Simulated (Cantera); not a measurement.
A closed system holds: 1 mol Fe₂O₃, 2.8 mol HCl, 6.1 mol H₂, at 350000 Pa.

Method: chemical equilibrium by Gibbs-energy minimisation in Cantera with the NASA 1993 tables (ideal gas, pure condensed phases). Candidate condensed phases: Fe, FeCl₂, FeCl₃, FeO, Fe(OH)₂, Fe(OH)₃, Fe₂O₃, Fe₃O₄, H₂O; 22 gas species. Mutual solubility and eutectic melting of coexisting phases are not modelled. The tables' stoichiometric FeO is somewhat more stable than real wüstite, so its field is too wide. FeO: taken at fixed stoichiometry. Kinetics and transport are ignored.

x: gas mole fraction; n: condensed amount in mol.

```tsv
T (°C)	x H₂	x HCl	x H₂O	x FeCl₂	x Fe₂Cl₄	x FeCl₃	n FeCl₂(s)	n FeO(s)	n FeCl₂(l)	n Fe(γ)
677	0.625	0.155	0.217	0.00234	?	1.45e-6	0.740	1.23	0	0
727	0.611	0.189	0.193	0.00577	?	3.98e-6	0	1.39	0.543	0
777	0.594	0.221	0.169	0.0129	?	9.66e-6	0	1.55	0.288	0
827	0.576	0.246	0.148	0.0248	?	1.93e-5	0	1.69	0	0
877	0.575	0.239	0.151	0.0305	?	2.14e-5	0	1.66	0	0
927	0.571	0.233	0.158	0.0356	?	2.28e-5	0	1.60	0	0.0356
977	0.561	0.227	0.170	0.0398	?	2.37e-5	0	1.49	0	0.118
```

### Question
Fill in the missing entries.

### Answer

- 677, x Fe₂Cl₄: 0.000543
- 727, x Fe₂Cl₄: 0.00133
- 777, x Fe₂Cl₄: 0.00293
- 827, x Fe₂Cl₄: 0.00517
- 877, x Fe₂Cl₄: 0.00396
- 927, x Fe₂Cl₄: 0.00292
- 977, x Fe₂Cl₄: 0.00207
